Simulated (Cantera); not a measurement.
Input: 1 mol V2O5, 0.75 mol H2, 13 mol N2, equilibrated at 100 Torr.

Equilibrium computed with Cantera from the NASA thermochemical tables; the gas is ideal and each condensed phase is pure. Candidate condensed phases: H2O, V, VN, VO, V2O3, V2O4, V2O5; 28 gas species. Condensed phases not in the tables: the oxides between V2O3 and V2O5 other than VO2. Kinetics and transport are ignored.

Q: At 1577 °C, list the 5 most abundant gas species with their mole fractions, and the condensed phases.

A: N2 0.936, H2O 0.0536, O2 0.00839, NO 0.00107, VO2 0.000550. Condensed: V2O4(l).
